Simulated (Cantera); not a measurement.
An isothermal, constant-pressure homogeneous reactor starts with C₂H₆ : H₂ = 1 : 2.5 (molar parts), at 1750 K and 120 Torr.

Computed with Cantera and GRI-Mech 3.0 (53 species, 325 reactions). GRI-Mech 3.0 stops at C3 and has no aromatics, soot or wall deposition, so with more carbon than oxygen in the feed, carbon stays in small species such as C2H2 where larger ones or solid carbon would form.

One state of this run: x C₂H₆ = 1.72e-7; x H₂ = 0.815; x H = 0.000529; x C₂H₂ = 0.180; x CH₄ = 0.00422; x C₂H₄ = 0.000777. x: mole fraction; the columns are a selection and need not sum to one.

**Question.** Which value of t (s) does it belong to?
A) 0.000211
B) 0.000556
C) 9.00
D) 0.00147

**Answer.** C, 9.00
